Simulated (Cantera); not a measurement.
Input: 1 mol CH3SiH3, 350 mol H2, at 9400 Pa.

These are equilibrium values from Cantera (NASA tables, ideal gas, pure condensed phases), not measurements of a reactor. Candidate condensed phases: C, C6H6, C7H8, C8H18, Si, SiC; 87 gas species. The feed counts by its element totals alone. Mutual solubility and eutectic melting of coexisting phases are not modelled. Gases not in the tables: Si2H6 and higher silanes. Equilibrium is a limit: real reactors are often held back by kinetics, nucleation or transport.

x: gas mole fraction; n: condensed amount in mol.

| T (K) | x H2 | x H | x Si | x C2H2 (acetylene) | x SiH | x SiH2 | x CH4 | n Si(s) | n SiC(s) |
|---|---|---|---|---|---|---|---|---|---|
| 1423 | 1.000 | 2.17e-5 | 1.62e-8 | 9.67e-11 | ___ | 5.26e-7 | 1.90e-6 | 0.000440 | 0.999 |
| 1473 | 1.000 | 4.13e-5 | 5.82e-8 | 2.79e-10 | ___ | 1.05e-6 | 1.81e-6 | 0.000190 | 0.999 |
| 1523 | 1.000 | 7.54e-5 | 1.60e-7 | 1.07e-9 | ___ | 1.68e-6 | 2.06e-6 | 0 | 0.999 |
| 1573 | 1.000 | 0.000133 | 3.44e-7 | 5.47e-9 | ___ | 2.16e-6 | 2.81e-6 | 0 | 0.999 |
| 1623 | 1.000 | 0.000225 | 6.93e-7 | 2.59e-8 | ___ | 2.69e-6 | 3.80e-6 | 0 | 0.999 |
| 1673 | 1.000 | 0.000371 | 1.33e-6 | 1.14e-7 | ___ | 3.29e-6 | 5.09e-6 | 0 | 0.998 |
| 1723 | 0.999 | 0.000595 | 2.47e-6 | 4.49e-7 | ___ | 4.01e-6 | 6.65e-6 | 0 | 0.997 |
| 1773 | 0.999 | 0.000927 | 4.61e-6 | 1.52e-6 | ___ | 5.02e-6 | 8.25e-6 | 0 | 0.996 |
| 1823 | 0.999 | 0.00141 | 8.81e-6 | 4.29e-6 | ___ | 6.57e-6 | 9.54e-6 | 0 | 0.993 |
| 1873 | 0.998 | 0.00210 | 1.72e-5 | 1.03e-5 | ___ | 8.95e-6 | 1.04e-5 | 0 | 0.989 |
| 1923 | 0.997 | 0.00307 | 3.35e-5 | 2.18e-5 | ___ | 1.24e-5 | 1.08e-5 | 0 | 0.980 |
| 1973 | 0.995 | 0.00439 | 6.43e-5 | 4.27e-5 | ___ | 1.73e-5 | 1.10e-5 | 0 | 0.965 |
| 2023 | 0.994 | 0.00617 | 0.000121 | 7.96e-5 | ___ | 2.39e-5 | 1.11e-5 | 0 | 0.937 |
| 2073 | 0.991 | 0.00854 | 0.000220 | 0.000143 | ___ | 3.26e-5 | 1.12e-5 | 0 | 0.890 |

Task: What belongs in the gaps?

Result: 
- 1423, x SiH: 2.23e-8
- 1473, x SiH: 6.42e-8
- 1523, x SiH: 1.44e-7
- 1573, x SiH: 2.54e-7
- 1623, x SiH: 4.26e-7
- 1673, x SiH: 6.89e-7
- 1723, x SiH: 1.09e-6
- 1773, x SiH: 1.75e-6
- 1823, x SiH: 2.88e-6
- 1873, x SiH: 4.90e-6
- 1923, x SiH: 8.38e-6
- 1973, x SiH: 1.42e-5
- 2023, x SiH: 2.37e-5
- 2073, x SiH: 3.86e-5
